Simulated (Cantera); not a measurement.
Charge: 1 mol SiCl4, 4.5 mol H2, equilibrated at 1898 K and 160 Pa.

Method: chemical equilibrium by Gibbs-energy minimisation in Cantera with the NASA 1993 tables (ideal gas, pure condensed phases). Candidate condensed phases: Si; 19 gas species. The tables' values for SiCl, SiCl3 are old estimates; treat these amounts as uncertain. Rates play no part.

**Question.** What is the equilibrium state?

**Answer.** 
```json
{
  "x(H2)": "0.524",
  "x(HCl)": "0.303",
  "x(SiCl2)": "0.147",
  "x(H)": "0.0142",
  "x(Cl)": "0.00618",
  "x(Si)": "0.00236",
  "x(SiCl)": "0.00197",
  "x(SiCl3)": "0.000825",
  "x(SiH)": "5.97e-5",
  "gas_amount": "6.586 mol",
  "log10 activity of Si(l) (absent)": "-0.51"
}
```
